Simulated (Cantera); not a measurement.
Input (Python, Cantera) and output of one run.

```python
import numpy as np
import cantera as ct

gas_names = [...]  # 87 gases of nasa_gas.yaml made of C, H, Si
cond_names = """
    C(gr) C6H6(L) C7H8(L) C8H18(L),n-octa Si(cr) Si(L) SiC(b)
""".split()


# ... load() reads the species with a 1 bar reference pressure and builds the phases ...
atoms = {
    'SiH4': {'Si': 1, 'H': 4},
    'CH4': {'C': 1, 'H': 4},
    'H2': {'H': 2},
}
top_T = {'C(gr)': 4500, 'SiC(b)': 3050}  # K; cautious upper limits of use, not melting points


# ... equilibrate(T, P, feed) seeds the gas with the atoms and calls Mixture.equilibrate('TP', solver="vcs", rtol=1e-11, max_steps=5000) ...
results = []
feed = {'SiH4': 1, 'CH4': 0.018, 'H2': 160}  # mol
T = 2075  # K
P = 10000  # Pa
mix = equilibrate(T, P, feed)
results.append((T, P, feed, dict(zip(mix.species_names, mix.species_moles))))
x = sorted(zip(gas.X, gas.species_names), reverse=True)
print(f"T = {T:g} K  P = {P:g} Pa  gas = {mix.phase_moles(0):.4g} mol")
print("   x: " + "  ".join(f"{s} {v:.3e}" for v, s in x if v > 0.0001))
print("   condensed (mol): " + ("  ".join(f"{mix.phase(i).name} {mix.phase_moles(i):.4g}"
      for i in range(1, mix.n_phases) if mix.phase_moles(i) > 1e-12) or "none"))
```

It prints:

```
T = 2075 K  P = 10000 Pa  gas = 162.9 mol
   x: H2 9.902e-01  H 8.382e-03  Si 1.019e-03  SiH 1.836e-04  SiH2 1.586e-04
   condensed (mol): Si(L) 0.7513  SiC(b) 0.009209
```

These are equilibrium values from Cantera (NASA tables, ideal gas, pure condensed phases), not measurements of a reactor. Mutual solubility and eutectic melting of coexisting phases are not modelled. Gases not in the tables: Si2H6 and higher silanes.
